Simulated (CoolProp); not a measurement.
The numbers come from the reference Helmholtz-energy equation of state, Span 2000 in CoolProp.

Give the vapour pressure (MPa), liquid cp (kJ/(kg K)), liquid conductivity (mW/(m K)) of saturated nitrogen at 80.9, 90.9, 94.2 K.


```json
[
 {"T (K)": "80.9", "p (MPa)": "0.151", "liquid cp (kJ/(kg K))": "2.06", "liquid conductivity (mW/(m K))": "138"},
 {"T (K)": "90.9", "p (MPa)": "0.389", "liquid cp (kJ/(kg K))": "2.15", "liquid conductivity (mW/(m K))": "118"},
 {"T (K)": "94.2", "p (MPa)": "0.508", "liquid cp (kJ/(kg K))": "2.20", "liquid conductivity (mW/(m K))": "112"}
]
```

Thermal conductivity comes from a separate model (Lemmon 2004).
